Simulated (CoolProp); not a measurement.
Saturated liquid density (kg/m³) of methanol: the reference equation beside estimates from Tc = 513.4 K, pc = 8216 kPa, ω = 0.565.

Computed with CoolProp (reference Helmholtz-energy equation of state, de Reuck 1993).

| T (K) | reference | Redlich-Kwong | Soave-Redlich-Kwong |
|---|---|---|---|
| 250.7 | 830.9 | 604.7 | 635.1 |
| 276.1 | 806.9 | 585.8 | 620.4 |
| 301.5 | 783.1 | 565.2 | 603.7 |
| 326.9 | 758.9 | 542.6 | 584.6 |
| 352.3 | 733.5 | 517.7 | 562.6 |
| 377.7 | 705.8 | 490.1 | 536.9 |
| 403.1 | 674.5 | 459.2 | 506.6 |
| 428.5 | 637.9 | 424.0 | 470.3 |

Absolute difference from the reference over all 8 rows, mean and median: Redlich-Kwong 29.5 and 29.0 %, Soave-Redlich-Kwong 23.9 and 23.4 %.
